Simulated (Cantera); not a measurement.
Feed: 1 mol MgCO3, 2.1 mol CO2, 0.051 mol O2, held at 2248 K and 32000 Pa.

Equilibrium computed with Cantera from the NASA thermochemical tables; the gas is ideal and each condensed phase is pure. Candidate condensed phases: C, Mg, MgCO3, MgO; 15 gas species. Rates play no part.

Base state: CO2 0.892, CO 0.0614, O2 0.0457, O 0.00138, Mg 1.39e-5 (mole fractions); condensed: MgO(s).

Task: What changes in the equilibrium state with this change: 0.6 mol H2O added?

Result: 
| species | before | after |
|---|---|---|
| CO2 | 0.892 | 0.745 |
| H2O | 0 | 0.149 |
| CO | 0.0614 | 0.0551 |
| OH | 0 | 0.00645 |
| O2 | 0.0457 | 0.0396 |
| Mg(OH)2 | 0 | 3.42e-5 |
| H2 | 0 | 0.00203 |
| H | 0 | 0.000585 |
| MgOH | 0 | 1.21e-5 |
| Mg | 1.39e-5 | 1.49e-5 |
| O | 0.00138 | 0.00128 |
| MgO(s), mol | 1.000 | 1.000 |
Further candidate phases: C6H6, C7H8, C8H18, H2O, Mg(OH)2.

Task: What changes in the equilibrium state with this change: pressure from 32000 Pa to 3700 Pa?

Result: 
```json
[
 {"species": "CO2", "before": "0.892", "after": "0.794"},
 {"species": "CO", "before": "0.0614", "after": "0.125"},
 {"species": "O2", "before": "0.0457", "after": "0.0753"},
 {"species": "Mg", "before": "1.39e-5", "after": "0.000275"},
 {"species": "MgO", "before": "4.90e-6", "after": "4.24e-5"},
 {"species": "O", "before": "0.00138", "after": "0.00520"},
 {"species": "MgO(s), mol", "before": "1.000", "after": "0.999"}
]
```
